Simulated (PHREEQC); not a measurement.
Nickel, zinc or cadmium bath (model solution)

Consider water at 25 °C with 0.044 mol/kgw ZnSO4 and 0.0025 mol/kgw FeSO4. Closed to the air; pH follows from the charge balance.

The numbers come from PHREEQC with the ion-association model, phreeqc.dat.

Each row changes one thing in this solution. No solid was allowed to form.

```tsv
case	pH	ionic strength (mol/kgw)	Zn+2 (mol/kgw)	SO4-2 (mol/kgw)	ZnSO4 (mol/kgw)	Zn(SO4)2-2 (mol/kgw)
as made	5.62	0.102	0.0239	0.0223	0.0169	0.00315
diluted 10-fold with water	5.85	0.0140	0.00331	0.00348	0.00106	3.04e-5
FeSO4 replaced by Na2SO4 at the same molality	5.63	0.102	0.0237	0.0227	0.0171	0.00323
temperature from 25 to 35 °C	5.49	0.100	0.0236	0.0221	0.0174	0.00298
temperature from 25 to 15 °C	5.76	0.104	0.0243	0.0226	0.0164	0.00333
ZnSO4 from 0.044 to 0.44 mol/kgw	5.43	0.834	0.207	0.123	0.147	0.0859
FeSO4 replaced by KHSO4 at the same molality	2.95	0.101	0.0240	0.0221	0.0169	0.00311
```

The ionic strength passes 0.7 mol/kgw, the rough limit of the ion-association models, in ZnSO4 from 0.044 to 0.44 mol/kgw. Complexes and solids missing from the database can't appear.
